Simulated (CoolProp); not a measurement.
Model: reference Helmholtz-energy equation of state, de Reuck 1993, in CoolProp.

Task: For methanol, give the phase and the Z, cp (kJ/(kg K)), speed of sound (m/s), fugacity coefficient at 185.45 °C and 4.9 MPa; 231.55 °C and 4.9 MPa; 243.05 °C and 4.9 MPa.

Result: 
- 185.45 °C and 4.9 MPa: liquid; Z 0.0695, cp 4.52, speed of sound 564, fugacity coefficient 0.500
- 231.55 °C and 4.9 MPa: gas; Z 0.711, cp 4.76, speed of sound 312, fugacity coefficient 0.786
- 243.05 °C and 4.9 MPa: gas; Z 0.752, cp 4.03, speed of sound 326, fugacity coefficient 0.808
